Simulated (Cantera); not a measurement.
Cantera with NASA thermochemical tables; ideal gases at 1 bar, condensed phases pure. Values are per mole of reaction as written; species without (g) are pure solids or liquids, kept so even where they would boil at 1 bar.

Sr + Sr(OH)2 + 2 F(g) = 2 SrO + 2 HF(g), with ΔH° = -919.1 kJ and ΔS° = -10.9 J/K at 300 K.

How far is the shortcut ΔG° ≈ ΔH°(300 K) − T·ΔS°(300 K) from the full temperature-dependent value at 1473, 1523, 1573, 1623, 1673, 1723, 1773, 1823, 1873, 1923 K?


```
T (K)  shortcut (kJ)  full (kJ)  difference (kJ)  difference in log10 K           condensed phases
-----  -------------  ---------  ---------------  ---------------------  -------------------------
1473          -903.0     -852.3            -50.7                   1.80  Sr(l), Sr(OH)2(l), SrO(s)
1523          -902.4     -847.3            -55.2                   1.89  Sr(l), Sr(OH)2(l), SrO(s)
1573          -901.9     -842.1            -59.7                   1.98  Sr(l), Sr(OH)2(l), SrO(s)
1623          -901.3     -836.9            -64.4                   2.07  Sr(l), Sr(OH)2(l), SrO(s)
1673          -900.8     -831.6            -69.1                   2.16  Sr(l), Sr(OH)2(l), SrO(s)
1723          -900.2     -826.3            -73.9                   2.24  Sr(l), Sr(OH)2(l), SrO(s)
1773          -899.7     -820.9            -78.8                   2.32  Sr(l), Sr(OH)2(l), SrO(s)
1823          -899.1     -815.4            -83.8                   2.40  Sr(l), Sr(OH)2(l), SrO(s)
1873          -898.6     -809.8            -88.8                   2.48  Sr(l), Sr(OH)2(l), SrO(s)
1923          -898.0     -804.2            -93.8                   2.55  Sr(l), Sr(OH)2(l), SrO(s)
```
The shortcut ignores heat capacities and the phase changes listed.
